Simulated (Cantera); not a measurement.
A perfectly stirred reactor is fed with C3H8 : O2 : N2 = 1 : 2.78 : 10.4 (molar parts), at 12.0 bar; it is adiabatic with a 750 K inlet, and is followed from long to short residence time, starting on the burning branch (τ in s: 0.33, 0.11, 0.038, 0.013, 0.0043, 0.0015, 0.00049, 0.00017, 5.6e-05, 1.9e-05, 6.3e-06).

Model: GRI-Mech 3.0 (53 species, 325 reactions), integrated in Cantera. GRI-Mech 3.0 was tuned for natural gas; its chemistry of propane as a main component is partial and can be far from experiment. The pressure lies above the range GRI-Mech 3.0 was tuned for (to about 10 atm).

x: mole fraction; the columns are a selection and need not sum to one.

| τ (s) | T (K) | x C3H8 | x O2 | x OH | x NO | x C2H | x H2O | x CH4 |
|---|---|---|---|---|---|---|---|---|
| 0.33 | 2111 | 3.90e-8 | 6.78e-6 | 4.32e-5 | 1.40e-5 | 9.62e-9 | 0.118 | 0.000198 |
| 0.11 | 2112 | 1.15e-7 | 1.97e-5 | 4.53e-5 | 2.09e-5 | 3.09e-8 | 0.118 | 0.000506 |
| 0.038 | 2116 | 3.24e-7 | 5.46e-5 | 4.93e-5 | 2.80e-5 | 9.44e-8 | 0.120 | 0.00110 |
| 0.013 | 2123 | 9.06e-7 | 0.000149 | 5.75e-5 | 3.18e-5 | 2.63e-7 | 0.123 | 0.00203 |
| 0.0043 | 2130 | 2.58e-6 | 0.000403 | 7.26e-5 | 3.05e-5 | 6.39e-7 | 0.128 | 0.00324 |
| 0.0015 | 2133 | 6.95e-6 | 0.00100 | 9.57e-5 | 2.62e-5 | 1.27e-6 | 0.134 | 0.00446 |
| 0.00049 | 2125 | … | … | … | … | … | 0.139 | … |
| 0.00017 | 2095 | 5.92e-5 | 0.00577 | 0.000173 | 1.27e-5 | 3.25e-6 | 0.141 | 0.00699 |
| 5.6e-5 | 2002 | 0.000237 | 0.0151 | 0.000192 | 4.11e-6 | 3.12e-6 | 0.137 | 0.00940 |
| 1.9e-5 | 750 | 0.0705 | 0.196 | <1e-12 | <1e-12 | <1e-12 | <1e-12 | <1e-12 |
| 6.3e-6 | 750 | 0.0705 | 0.196 | <1e-12 | <1e-12 | <1e-12 | <1e-12 | <1e-12 |

Task: Complete the blanks.

Result: 
- 0.00049, x C3H8: 2.03e-5
- 0.00049, x O2: 0.00250
- 0.00049, x OH: 0.000132
- 0.00049, x NO: 2.00e-5
- 0.00049, x C2H: 2.25e-6
- 0.00049, x CH4: 0.00572
